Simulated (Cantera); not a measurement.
**Si₃N₄ + HCl + H₂ (nitride etching)**

Feed: 1 mol Si₃N₄, 3.8 mol HCl, a varied amount of H₂, equilibrated at 93000 Pa.

Equilibrium computed with Cantera from the NASA thermochemical tables; the gas is ideal and each condensed phase is pure. Candidate condensed phases: NH₄Cl, Si, Si₃N₄; 28 gas species. Mutual solubility and eutectic melting of coexisting phases are not modelled. The tables' values for SiCl₃ are old estimates. Kinetics and transport are ignored.

Task: Map the stable condensed phases over T = 723, 823, 923, 1023, 1123, 1223, 1323, 1423, 1523, 1623, 1723, 1823, 1923 K and n(H₂) in mol = 5.4, 7, 8.9, 11, 15, 19, 24, 31, 40, 51.

Result: 
```
T in K \ n(H₂) in mol
         5.4   7 8.9  11  15  19  24  31  40  51
   1923    A   B   B   B   B   B   B   C   C   C
   1823    A   A   A   A   A   A   A   B   B   B
   1723    A   A   A   A   A   A   A   A   A   A
   1623    A   A   A   A   A   A   A   A   A   A
   1523    A   A   A   A   A   A   A   A   A   A
   1423    A   A   A   A   A   A   A   A   A   A
   1323    A   A   A   A   A   A   A   A   A   A
   1223    A   A   A   A   A   A   A   A   A   A
   1123    A   A   A   A   A   A   A   A   A   A
   1023    A   A   A   A   A   A   A   A   A   A
    923    A   A   A   A   A   A   A   A   A   A
    823    A   A   A   A   A   A   A   A   A   A
    723    A   A   A   A   A   A   A   A   A   A
```
A: Si₃N₄; B: Si + Si₃N₄; C: Si.
